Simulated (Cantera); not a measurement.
What does this Cantera script print?

```python
import numpy as np
import cantera as ct

gas_names = """
    N NO NO2 NO3 N2 N2O O O2 O3 Si SiN SiO SiO2 Si2 Si2N Si3
""".split()
cond_names = """
    Si(cr) Si(L) SiO2(Lqz) SiO2(hqz) SiO2(L) Si2N2O(s) Si3N4(a)
""".split()


# ... load() reads the species with a 1 bar reference pressure and builds the phases ...
atoms = {
    'Si': {'Si': 1},
    'N2O': {'N': 2, 'O': 1},
    'N2': {'N': 2},
}
top_T = {'Si2N2O(s)': 2100, 'Si3N4(a)': 2400}  # K; cautious upper limits of use, not melting points


# ... equilibrate(T, P, feed) seeds the gas with the atoms and calls Mixture.equilibrate('TP', solver="vcs", rtol=1e-11, max_steps=5000) ...
results = []
feed = {'Si': 1, 'N2O': 0.012, 'N2': 270}  # mol
T = 1525  # K
P = 1000  # Pa
mix = equilibrate(T, P, feed)
results.append((T, P, feed, dict(zip(mix.species_names, mix.species_moles))))
print(gas.report(threshold=1e-05))
for i in range(1, mix.n_phases):
    print(f"{mix.phase(i).name:16s} {mix.phase_moles(i):12.5e} mol")
```

Output:

```
       temperature   1525 K
          pressure   1000 Pa
           density   0.0022094 kg/m^3
  mean mol. weight   28.014 kg/kmol
   phase of matter   gas

                          1 kg             1 kmol
                     ---------------   ---------------
          enthalpy        1.4006e+06        3.9236e+07  J
   internal energy        9.4795e+05        2.6556e+07  J
           entropy             10021        2.8072e+05  J/K
    Gibbs function       -1.3881e+07       -3.8887e+08  J
 heat capacity c_p            1243.9             34846  J/K
 heat capacity c_v            947.07             26532  J/K

                      mass frac. Y      mole frac. X     chem. pot. / RT
                     ---------------   ---------------   ---------------
                N2           0.99995           0.99997           -30.668
               SiO        4.8861e-05         3.105e-05           -51.617
     [  +14 minor]        8.7803e-08        8.2567e-08

Si(cr)            0.00000e+00 mol
SiO2(hqz)         0.00000e+00 mol
Si2N2O(s)         3.63628e-03 mol
Si3N4(a)          3.28114e-01 mol
```

Equilibrium computed with Cantera from the NASA thermochemical tables; the gas is ideal and each condensed phase is pure. Mutual solubility and eutectic melting of coexisting phases are not modelled.
